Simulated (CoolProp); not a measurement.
Saturation properties of ammonia.

Computed with CoolProp (reference Helmholtz-energy equation of state, Gao 2020).

```csv
T (K),p (MPa),liquid density (kg/m³),vapour density (kg/m³),enthalpy of vaporisation (kJ/kg),liquid viscosity (µPa s)
306.3,?,590.5,9.910,1131,122
311.5,1.485,582.3,11.48,1107,116
316.8,1.718,573.7,13.29,1082,110
322.1,1.978,564.8,15.34,1056,105
327.4,2.267,555.6,17.65,1029,99.8
332.6,2.580,546.3,20.20,1001,95.0
337.9,2.931,536.5,23.13,970.7,90.4
343.2,3.316,526.2,26.44,939.0,85.9
348.4,3.730,515.7,?,?,81.7
353.7,4.191,504.5,?,870.4,77.6
359,?,492.7,39.21,832.4,73.6
364.3,5.239,480.0,44.77,791.6,69.7
369.5,?,?,51.07,748.3,65.9
374.8,6.460,452.1,58.58,700.2,62.1
380.1,?,435.9,67.51,647.0,58.3
```

Problem. Some entries are withheld; supply them.

Solution. 
- 306.3, p (MPa): 1.280
- 348.4, vapour density (kg/m³): 30.11
- 348.4, enthalpy of vaporisation (kJ/kg): 906.0
- 353.7, vapour density (kg/m³): 34.36
- 359, p (MPa): 4.693
- 369.5, p (MPa): 5.819
- 369.5, liquid density (kg/m³): 466.8
- 380.1, p (MPa): 7.153

It boils at 239.8 K under 1 atm.

Viscosity comes from a separate model (Fenghour 1995).
